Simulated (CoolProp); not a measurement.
A single-stage vapour-compression cycle with R507A: evaporating at 214.15 K (dew point), condensing at 241.15 K (bubble point), superheat 10 K, subcooling 5 K, compressor efficiency 0.6, no pressure losses. Each further row changes one setting.

Values from CoolProp's reference Helmholtz-energy equation of state, Lemmon 2003. It is a pseudo-pure fit of the blend.

| case | cooling COP | pressure ratio | discharge temperature (K) | refrigerating effect (kJ/kg) | volumetric capacity (kJ/m³) |
|---|---|---|---|---|---|
| as stated | [?] | 3.63 | 280.7 | 185 | 543 |
| evaporating temperature 219.15 K | 5.61 | [?] | 274.3 | [?] | [?] |
| condensing temperature 236.15 K | 5.48 | 2.94 | 271.3 | 191 | 561 |
| subcooling 10 K | 4.53 | 3.63 | 280.7 | 191 | 561 |
| superheat 20 K | [?] | 3.63 | 291.7 | [?] | [?] |
| compressor efficiency 0.5 | 3.65 | 3.63 | 290.4 | 185 | 543 |

Fill in the missing entries.


- as stated, cooling COP: 4.38
- evaporating temperature 219.15 K, pressure ratio: 2.78
- evaporating temperature 219.15 K, refrigerating effect (kJ/kg): 188
- evaporating temperature 219.15 K, volumetric capacity (kJ/m³): 709
- superheat 20 K, cooling COP: 4.35
- superheat 20 K, refrigerating effect (kJ/kg): 192
- superheat 20 K, volumetric capacity (kJ/m³): 538
